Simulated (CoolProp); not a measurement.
Vapour-liquid equilibrium of R13 (1) + R113 (2) at 279.3 K; x and y are mole fractions of (1).

The numbers come from the multi-fluid Helmholtz-energy mixture model, Platzer 1990 and Marx 1992; pair parameters Bell 2016 in CoolProp. This equation is an older, rougher fit; its heat capacities, sound speeds and derivatives of the liquid may be far off and weren't checked against measurements.

Question: Give the bubble pressure and the first vapour's composition at x = 0.35, 0.425, 0.875. Is there an azeotrope?

Answer: x = 0.35: 867.1 kPa, y = 0.976; x = 0.425: 1022 kPa, y = 0.980; x = 0.875: 1926 kPa, y = 0.994. No azeotrope shows between x = 0.05 and 0.95.

The pair parameters rest on a limited set of measurements; away from them the model extrapolates. The gap from Raoult's law changes sign with composition, which may be real or a fault of the pair parameters; it wasn't checked against measurements.
